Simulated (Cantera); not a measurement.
A closed system holds: 1 mol Al, 28 mol NH₃, 5.3 mol N₂, equilibrated at 133 Pa.

Cantera equilibrium calculation (NASA polynomials, part measured and part estimated; ideal gas, pure solids and liquids). Candidate condensed phases: Al, AlN; 13 gas species. Equilibrium is a limit: real reactors are often held back by kinetics, nucleation or transport.

### Question
At 1275 K, list the 3 most abundant gas species with their mole fractions, and the condensed phases.

### Answer
H₂ 0.691, N₂ 0.309, H 1.68e-5. Condensed: AlN(s).
